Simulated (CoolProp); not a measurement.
Saturation properties of fluoroethane (R161).

Model: reference Helmholtz-energy equation of state, Wu 2012, in CoolProp.

```csv
T (°C),p (kPa),liquid density (kg/m³),vapour density (kg/m³),enthalpy of vaporisation (kJ/kg),surface tension (mN/m)
-41.35,84.83,823.1,2.180,428.9,18.5
-38.65,96.32,819.3,2.454,426.0,18.1
-35.95,109.0,815.4,2.755,423.1,17.7
-33.25,123.0,___,3.084,420.2,17.3
-30.55,138.3,807.6,3.443,417.2,17.0
-27.85,155.1,803.6,3.833,414.1,16.6
-25.15,___,799.6,4.258,411.0,16.2
-22.45,193.5,795.5,4.718,407.9,15.8
-19.65,216.0,___,5.235,404.5,15.4
-16.95,239.7,787.0,5.775,401.2,15.0
-14.25,265.3,782.7,6.358,397.9,14.7
-11.55,292.9,778.4,___,394.5,14.3
```

### Question
What belongs in the gaps?

### Answer

- -33.25, liquid density (kg/m³): 811.5
- -25.15, p (kPa): 173.5
- -19.65, liquid density (kg/m³): 791.2
- -11.55, vapour density (kg/m³): 6.986

It boils at -37.6 °C under 1 atm.

Surface tension comes from a separate correlation (Mulero 2012).
